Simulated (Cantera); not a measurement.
Charge: 1 mol Nb, 8.7 mol O2, 74 mol H2, held at 1550 K and 7.40e-6 bar.

Cantera equilibrium calculation (NASA polynomials, part measured and part estimated; ideal gas, pure solids and liquids). Candidate condensed phases: H2O, Nb, NbO, NbO2, Nb2O5; 12 gas species. Condensed phases not in the tables: the oxides between NbO2 and Nb2O5. Rates play no part.

Base state: H2 0.789, H2O 0.200, H 0.0103, OH 8.77e-5, NbO2 2.38e-5 (mole fractions); condensed: Nb2O5(s).

What changes in the equilibrium state with this change: O2 from 8.7 to 4.4 mol?


| species | before | after |
|---|---|---|
| H2 | 0.789 | 0.898 |
| H2O | 0.200 | 0.0913 |
| H | 0.0103 | 0.0110 |
| NbO2 | 2.38e-5 | 3.54e-5 |
| OH | 8.77e-5 | 3.75e-5 |
| Nb2O5(s), mol | 0.499 | 0 |
| NbO2(s), mol | 0 | 0.997 |

What changes in the equilibrium state with this change: Nb replaced by V?


| species | before | after |
|---|---|---|
| H2 | 0.789 | 0.776 |
| H2O | 0.200 | 0.213 |
| H | 0.0103 | 0.0102 |
| VO2 | 0 | 0.00154 |
| NbO2 | 2.38e-5 | 0 |
| OH | 8.77e-5 | 9.39e-5 |
| Nb2O5(s), mol | 0.499 | 0 |
| V2O3(s), mol | 0 | 0.442 |
Condensed phases not in the tables: the oxides between V2O3 and V2O5 other than VO2. Further candidate phases: V, VO, V2O3, V2O4, V2O5.

What changes in the equilibrium state with this change: Nb replaced by Ta?


```csv
species,before,after
H2,0.789,0.789
H2O,0.200,0.200
H,0.0103,0.0103
NbO2,2.38e-5,0
OH,8.77e-5,8.77e-5
"Nb2O5(s), mol",0.499,0
"Ta2O5(s), mol",0,0.500
```
Further candidate phases: Ta, Ta2O5.
